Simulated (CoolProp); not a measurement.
Saturation properties of hexamethyldisiloxane (MM).

Model: reference Helmholtz-energy equation of state, Thol 2016, in CoolProp.

```
T (°C)  p (kPa)  vapour density (kg/m³)  enthalpy of vaporisation (kJ/kg)  liquid cp (kJ/(kg K))  surface tension (mN/m)
------  -------  ----------------------  --------------------------------  ---------------------  ----------------------
46.95     15.45              (withheld)                             218.9             (withheld)                    13.5
63.85     30.30                   1.804                             211.0                  2.006                    12.1
80.65     54.73                   3.150                             202.8                  2.055                    10.7
97.55     92.91              (withheld)                             194.3                  2.106                    9.29
114.45    149.3                   8.204                             185.2                  2.160                    7.96
131.25    228.3                   12.42                             175.4                  2.216              (withheld)
148.15    336.6                   18.32                             164.8                  2.278              (withheld)
164.95    479.2                   26.40                             153.0                  2.348                    4.29
181.85    664.7                   37.68                             139.5             (withheld)                    3.18
198.65    899.4                   53.58                             123.8                  2.551              (withheld)
```

Task: Some entries are withheld; supply them.

Result: 
- 46.95, vapour density (kg/m³): 0.9585
- 46.95, liquid cp (kJ/(kg K)): 1.958
- 97.55, vapour density (kg/m³): 5.206
- 131.25, surface tension (mN/m): 6.69
- 148.15, surface tension (mN/m): 5.45
- 181.85, liquid cp (kJ/(kg K)): 2.434
- 198.65, surface tension (mN/m): 2.15

It boils at 100.5 °C under 1 atm.

Surface tension comes from a separate correlation (Mulero 2014), older than this fluid's equation and unchecked against measurements.
